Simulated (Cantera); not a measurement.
# Thermodynamics of boron, boron nitride and boron oxide, feed B2O3 + O2

Charge: 1 mol B2O3, 2.1 mol O2, held at 2002 °C and 15.0 Pa.

Equilibrium computed with Cantera from the NASA thermochemical tables; the gas is ideal and each condensed phase is pure. Candidate condensed phases: B, B2O3; 10 gas species. Equilibrium is a limit: real reactors are often held back by kinetics, nucleation or transport.

```json
{
 "x(O2)": "0.385",
 "x(BO2)": "0.235",
 "x(O)": "0.217",
 "x(B2O3)": "0.119",
 "x(BO)": "0.0435",
 "x(B2O2)": "5.73e-5",
 "gas_amount": "3.875 mol",
 "log10 activity of B(s) (absent)": "-7.73"
}
```
